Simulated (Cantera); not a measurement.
# Iron carbonyl, mercury and lead vapours: Fe(CO)5 + H2 + N2

Feed: 1 mol Fe(CO)5, a varied amount of H2, 21 mol N2, equilibrated at 1000 K and 3.40 bar.

Method: chemical equilibrium by Gibbs-energy minimisation in Cantera with the NASA 1993 tables (ideal gas, pure condensed phases). Candidate condensed phases: C, C6H6, C7H8, C8H18, Fe, Fe(CO)5, FeO, Fe(OH)2, Fe(OH)3, Fe2O3, Fe3O4, H2O; 140 gas species. Condensed phases not in the tables: cementite and carbon dissolved in iron. Equilibrium is a limit: real reactors are often held back by kinetics, nucleation or transport.

From 0.14 mol H2 to 3.1 mol H2 the condensed part is C(graphite) + Fe(α).

```
n(H2) (mol)   x N2   x CO     x H2   x CO2     x H2O  n C(graphite)  n Fe(α)
-----------  -----  -----  -------  ------  --------  -------------  -------
0.14         0.831  0.131  0.00470  0.0330  0.000826          0.856     1.00
0.21         0.829  0.130  0.00702  0.0328   0.00123          0.862     1.00
0.3          0.826  0.130  0.00999  0.0325   0.00174          0.870     1.00
0.45         0.822  0.129   0.0149  0.0321   0.00258          0.883     1.00
0.66         0.815  0.128   0.0216  0.0314   0.00371          0.901     1.00
0.97         0.807  0.126   0.0313  0.0305   0.00529          0.924     1.00
1.4          0.795  0.123   0.0444  0.0293   0.00735          0.952     1.00
2.1          0.777  0.119   0.0646  0.0275    0.0104          0.988     1.00
3.1          0.752  0.114   0.0914  0.0253    0.0141           1.02     1.00
```
x: gas mole fraction; n: condensed amount in mol.
